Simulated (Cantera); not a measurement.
**Adiabatic ignition**

An adiabatic, constant-pressure homogeneous reactor starts with 10.2 % CH₄, 3.55 % H₂, 20.1 % O₂, 66.2 % N₂, at 1025 K and 5.40 bar.

Detailed kinetics in Cantera: GRI-Mech 3.0 (53 species, 325 reactions).

```tsv
t (s)	T (K)	x CH₄	x H₂	x O₂	x CH₂	x HCO	x CH₂O	x HCN
4.00e-6	1025	0.102	0.0355	0.201	<1e-12	<1e-12	1.52e-12	<1e-12
1.19e-5	1025	0.102	0.0355	0.201	<1e-12	<1e-12	1.35e-11	<1e-12
3.56e-5	1025	0.102	0.0355	0.201	<1e-12	<1e-12	1.11e-10	<1e-12
0.000106	1025	0.102	0.0355	0.201	<1e-12	<1e-12	8.03e-10	<1e-12
0.000317	1025	0.102	0.0355	0.201	<1e-12	<1e-12	4.97e-9	<1e-12
0.000948	1025	0.102	0.0355	0.201	<1e-12	<1e-12	4.28e-8	<1e-12
0.00283	1025	0.102	0.0355	0.201	<1e-12	<1e-12	3.83e-6	<1e-12
0.00844	2750	<1e-12	0.0195	0.00680	<1e-12	8.88e-8	1.65e-9	1.41e-9
0.0252	2738	<1e-12	0.0202	0.00568	<1e-12	8.92e-8	1.75e-9	4.98e-9
0.0752	2738	<1e-12	0.0202	0.00568	<1e-12	8.92e-8	1.75e-9	4.98e-9
0.224	2738	<1e-12	0.0202	0.00568	<1e-12	8.92e-8	1.75e-9	4.98e-9
0.670	2738	<1e-12	0.0202	0.00568	<1e-12	8.92e-8	1.75e-9	4.98e-9
2.00	2738	<1e-12	0.0202	0.00568	<1e-12	8.92e-8	1.75e-9	4.98e-9
```
x: mole fraction; the columns are a selection and need not sum to one.

```yaml
time_of_steepest_temperature_rise: 8.34 ms
temperature at 2.00 s: 2738 K
equilibrium_temperature: 2738 K
x(CH₄) at 2.00 s: <1e-12 (gas-phase equilibrium <1e-12)
x(H₂) at 2.00 s: 0.0202 (gas-phase equilibrium 0.0202)
x(O₂) at 2.00 s: 0.00568 (gas-phase equilibrium 0.00568)
```
